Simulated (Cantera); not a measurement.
Input (Python, Cantera) and output of one run.

```python
import numpy as np
import cantera as ct

gas_names = """
    H HO2 H2 H2O H2O2 O OH O2 O3 Pb PbO Pb2
""".split()
cond_names = """
    H2O(s) H2O(L) Pb(cr) Pb(L) PbO(rd) PbO(yw) PbO(L) PbO2(s) Pb3O4(s)
""".split()


# ... load() reads the species with a 1 bar reference pressure and builds the phases ...
atoms = {
    'Pb': {'Pb': 1},
    'H2': {'H': 2},
    'O2': {'O': 2},
}
top_T = {'Pb3O4(s)': 820}  # K; cautious upper limits of use, not melting points


# ... equilibrate(T, P, feed) seeds the gas with the atoms and calls Mixture.equilibrate('TP', solver="vcs", rtol=1e-11, max_steps=5000) ...
results = []
feed = {'Pb': 1, 'H2': 1.1, 'O2': 2.3}  # mol
T = 1348.15  # K
P = 6100  # Pa
mix = equilibrate(T, P, feed)
results.append((T, P, feed, dict(zip(mix.species_names, mix.species_moles))))
print(gas.report(threshold=0.0001))
for i in range(1, mix.n_phases):
    print(f"{mix.phase(i).name:16s} {mix.phase_moles(i):12.5e} mol")
```

It prints:

```
       temperature   1348.2 K
          pressure   6100 Pa
           density   0.015643 kg/m^3
  mean mol. weight   28.745 kg/kmol
   phase of matter   gas

                          1 kg             1 kmol
                     ---------------   ---------------
          enthalpy       -2.5108e+06       -7.2173e+07  J
   internal energy       -2.9008e+06       -8.3382e+07  J
           entropy            9760.2        2.8055e+05  J/K
    Gibbs function       -1.5669e+07        -4.504e+08  J
 heat capacity c_p            1409.3             40509  J/K
 heat capacity c_v              1120             32195  J/K

                      mass frac. Y      mole frac. X     chem. pot. / RT
                     ---------------   ---------------   ---------------
               H2O           0.28841           0.46019           -51.027
                O2           0.58225           0.52305           -30.888
                Pb         0.0010528        0.00014605           -17.132
               PbO           0.12823          0.016514           -32.576
     [   +8 minor]        5.8526e-05        9.9321e-05

Pb(L)             0.00000e+00 mol
PbO(L)            9.60183e-01 mol
```

Equilibrium computed with Cantera from the NASA thermochemical tables; the gas is ideal and each condensed phase is pure. Gases not in the tables: (PbO)n polymers.
